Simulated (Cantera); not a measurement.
Predominance diagram of Ca at 1750 K against the partial pressures of O2 and Br2 (log10, bar). Source: NASA polynomial tables (part measured, part estimated), evaluated in Cantera. Candidates: Ca(l), CaBr2(l), CaO(s). Only these pure phases compete in this equilibrium. Not in the tables: oxide halides.

```
log p(Br2) \ log p(O2)
        columns: -10, -9.5, -9, -8.6, -8.1, -7.6, -7.1, -6.7, -6.2, -5.7, -5.2, -4.8, -4.3, -3.8, -3.3, -2.9, -2.4, -1.9, -1.4, -1, -0.5, 0
      0  A A A A A A A A A A A A A A A A A A A A A A
   -1.8  A A A A A A A A A A A A A A A A A A B B B B
   -3.5  A A A A A A A A A A A B B B B B B B B B B B
   -5.2  A A A A B B B B B B B B B B B B B B B B B B
     -7  B B B B B B B B B B B B B B B B B B B B B B
   -8.8  B B B B B B B B B B B B B B B B B B B B B B
  -10.5  B B B B B B B B B B B B B B B B B B B B B B
  -12.2  B B B B B B B B B B B B B B B B B B B B B B
    -14  B B B B B B B B B B B B B B B B B B B B B B
```

A: CaBr2(l); B: CaO(s).
